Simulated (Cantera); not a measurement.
Diamond growth

A diamond (100) surface in a fixed gas of H2 with x(CH4) = 0.0044, x(H) = 0.014, x(CH3) = 2.8e-05, 6600 Pa; coverages are run to steady state.

Model: the Harris–Goodwin 1993 mechanism for the reconstructed diamond (100) surface, integrated in Cantera.

```json
[
 {"T (K)": "950", "growth (µm/h)": "0.767", "θ c6HH": "0.642", "θ c6H*": "0.0143", "θ c6*H": "0.335", "θ c6**": "0.00673", "θ c6HM": "0.00135"},
 {"T (K)": "1025", "growth (µm/h)": "1.08", "θ c6HH": "0.574", "θ c6H*": "0.0207", "θ c6*H": "0.393", "θ c6**": "0.0116", "θ c6HM": "0.000969"},
 {"T (K)": "1100", "growth (µm/h)": "1.34", "θ c6HH": "0.511", "θ c6H*": "0.0281", "θ c6*H": "0.441", "θ c6**": "0.0184", "θ c6HM": "0.000670"},
 {"T (K)": "1175", "growth (µm/h)": "1.33", "θ c6HH": "0.456", "θ c6H*": "0.0359", "θ c6*H": "0.481", "θ c6**": "0.0272", "θ c6HM": "0.000389"},
 {"T (K)": "1250", "growth (µm/h)": "0.966", "θ c6HH": "0.407", "θ c6H*": "0.0440", "θ c6*H": "0.511", "θ c6**": "0.0379", "θ c6HM": "0.000161"},
 {"T (K)": "1325", "growth (µm/h)": "0.656", "θ c6HH": "0.366", "θ c6H*": "0.0521", "θ c6*H": "0.532", "θ c6**": "0.0503", "θ c6HM": "5.01e-5"},
 {"T (K)": "1400", "growth (µm/h)": "0.562", "θ c6HH": "0.330", "θ c6H*": "0.0599", "θ c6*H": "0.546", "θ c6**": "0.0640", "θ c6HM": "1.41e-5"}
]
```
θ: site fractions in the mechanism's names (c6HH fully hydrogenated, c6H* and c6*H radical sites, c6** diradical, c6HM methylated).
